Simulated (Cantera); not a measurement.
Input (Python, Cantera):

```python
import numpy as np
import cantera as ct

gas = ct.Solution("SiF4_NH3_mec.yaml", "gas")
gas.TPX = 1750, 29000, {'NH3': 1, 'N2': 2.7}
reactor = ct.IdealGasConstPressureReactor(gas, energy="off", clone=False)
net = ct.ReactorNet([reactor])
net.rtol, net.atol = 1e-08, 1e-18
show = ['NH3', 'H', 'NH', 'N2', 'N2H4', 'H2', 'N']
times = np.geomspace(1e-06, 40, 9)

steps = ct.SolutionArray(gas, extra=["t"])
rows = []
print(f"{'t/s':>10s}{'T/K':>9s}{'P/Pa':>11s}" + "".join(f"{s:>11s}" for s in show))
for t in times:
    while net.time < t:
        t_next = net.step()
        steps.append(gas.state, t=t_next)
    rows.append([np.interp(t, steps.t, y) for y in (steps.T, steps.P, *steps(*show).X.T)])
    print(f"{t:10.3e}{rows[-1][0]:9.1f}{rows[-1][1]:11.4g}" + "".join(f"{x:11.3e}" for x in rows[-1][2:]))
rate = np.gradient(steps.T, steps.t)
print("integrator steps:", len(steps.t))
if steps.T.max() > steps.T[0] + 200:
    print(f"time of steepest temperature rise: {steps.t[rate.argmax()]:.4e} s")
gas.TPX = 1750, 29000, {'NH3': 1, 'N2': 2.7}
gas.equilibrate("TP")
print(f"equilibrium (TP): T = {gas.T:.1f} K  " + "  ".join(f"{s} {gas[s].X[0]:.3e}" for s in show))
```

It prints:

```
       t/s      T/K       P/Pa        NH3          H         NH         N2       N2H4         H2          N
 1.000e-06   1750.0    2.9e+04  2.703e-01  2.276e-08  2.033e-14  7.297e-01  4.620e-16  1.380e-08  2.052e-20
 8.918e-06   1750.0    2.9e+04  2.703e-01  3.528e-08  4.944e-12  7.297e-01  3.342e-13  2.908e-07  9.397e-17
 7.953e-05   1750.0    2.9e+04  2.703e-01  3.534e-08  7.493e-10  7.297e-01  4.411e-11  2.874e-06  1.227e-13
 7.092e-04   1750.0    2.9e+04  2.702e-01  4.275e-08  1.038e-07  7.297e-01  3.611e-09  2.778e-05  8.760e-11
 6.325e-03   1750.0    2.9e+04  2.695e-01  3.268e-07  8.583e-07  7.296e-01  5.103e-08  7.462e-04  1.975e-09
 5.640e-02   1750.0    2.9e+04  2.625e-01  2.489e-06  1.159e-06  7.283e-01  4.439e-08  9.070e-03  1.752e-08
 5.030e-01   1750.0    2.9e+04  2.091e-01  1.825e-05  1.522e-06  7.186e-01  2.614e-08  7.209e-02  7.286e-08
 4.485e+00   1750.0    2.9e+04  4.693e-02  9.821e-05  8.802e-07  6.893e-01  2.878e-09  2.636e-01  8.124e-08
 4.000e+01   1750.0    2.9e+04  8.493e-04  2.380e-04  6.570e-08  6.809e-01  3.798e-12  3.180e-01  1.256e-08
integrator steps: 1479
equilibrium (TP): T = 1750.0 K  NH3 1.388e-06  H 2.455e-04  NH 1.136e-10  N2 6.808e-01  N2H4 1.079e-17  H2 3.190e-01  N 2.236e-11
```

Cantera simulation using the gas-phase N/H chemistry of the illustrative SiF4/NH3 mechanism in the Surface Chemkin manual (1991); the numbers are that mechanism's predictions, not measurements. Walls and surfaces, which speed up NH3 decomposition in real reactors, are not modelled.
